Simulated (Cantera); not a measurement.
A Cantera script and its output.

```python
import numpy as np
import cantera as ct

gas = ct.Solution("gri30.yaml")
gas.TPX = 1550, 91000, {'CH4': 1, 'CO2': 1.1}
reactor = ct.IdealGasConstPressureReactor(gas, energy="off", clone=False)
net = ct.ReactorNet([reactor])
net.rtol, net.atol = 1e-08, 1e-18
show = ['CH4', 'CO2', 'C2H', 'CH2O', 'C2H6']
times = np.geomspace(0.0005, 5, 15)

steps = ct.SolutionArray(gas, extra=["t"])
rows = []
print(f"{'t/s':>10s}{'T/K':>9s}{'P/Pa':>11s}" + "".join(f"{s:>11s}" for s in show))
for t in times:
    while net.time < t:
        t_next = net.step()
        steps.append(gas.state, t=t_next)
    rows.append([np.interp(t, steps.t, y) for y in (steps.T, steps.P, *steps(*show).X.T)])
    print(f"{t:10.3e}{rows[-1][0]:9.1f}{rows[-1][1]:11.4g}" + "".join(f"{x:11.3e}" for x in rows[-1][2:]))
rate = np.gradient(steps.T, steps.t)
print("integrator steps:", len(steps.t))
if steps.T.max() > steps.T[0] + 200:
    print(f"time of steepest temperature rise: {steps.t[rate.argmax()]:.4e} s")
gas.TPX = 1550, 91000, {'CH4': 1, 'CO2': 1.1}
gas.equilibrate("TP")
print(f"equilibrium (TP): T = {gas.T:.1f} K  " + "  ".join(f"{s} {gas[s].X[0]:.3e}" for s in show))
```

Result:

```
       t/s      T/K       P/Pa        CH4        CO2        C2H       CH2O       C2H6
 5.000e-04   1550.0    9.1e+04  4.753e-01  5.237e-01  4.626e-13  1.152e-06  2.082e-04
 9.653e-04   1550.0    9.1e+04  4.744e-01  5.236e-01  2.156e-12  2.893e-06  4.669e-04
 1.864e-03   1550.0    9.1e+04  4.723e-01  5.233e-01  1.073e-11  5.990e-06  9.044e-04
 3.598e-03   1550.0    9.1e+04  4.673e-01  5.223e-01  5.886e-11  9.271e-06  1.471e-03
 6.947e-03   1550.0    9.1e+04  4.557e-01  5.190e-01  2.977e-10  1.057e-05  1.785e-03
 1.341e-02   1550.0    9.1e+04  4.330e-01  5.103e-01  1.087e-09  9.555e-06  1.513e-03
 2.590e-02   1550.0    9.1e+04  3.959e-01  4.923e-01  2.704e-09  7.602e-06  1.055e-03
 5.000e-02   1550.0    9.1e+04  3.430e-01  4.597e-01  5.003e-09  5.771e-06  6.863e-04
 9.653e-02   1550.0    9.1e+04  2.744e-01  4.047e-01  7.888e-09  4.330e-06  4.211e-04
 1.864e-01   1550.0    9.1e+04  1.938e-01  3.178e-01  1.175e-08  3.310e-06  2.344e-04
 3.598e-01   1550.0    9.1e+04  1.145e-01  2.094e-01  1.677e-08  2.538e-06  1.080e-04
 6.947e-01   1550.0    9.1e+04  5.969e-02  1.294e-01  2.069e-08  1.599e-06  3.914e-05
 1.341e+00   1550.0    9.1e+04  3.849e-02  9.762e-02  1.919e-08  8.447e-07  1.770e-05
 2.590e+00   1550.0    9.1e+04  3.307e-02  7.820e-02  1.434e-08  4.587e-07  1.216e-05
 5.000e+00   1550.0    9.1e+04  2.959e-02  5.982e-02  9.688e-09  2.577e-07  8.949e-06
integrator steps: 1580
equilibrium (TP): T = 1550.0 K  CH4 5.946e-06  CO2 6.776e-03  C2H 2.001e-16  CH2O 9.390e-08  C2H6 3.087e-13
```

Cantera simulation using GRI-Mech 3.0 (53 species, 325 reactions); the numbers are that mechanism's predictions, not measurements.
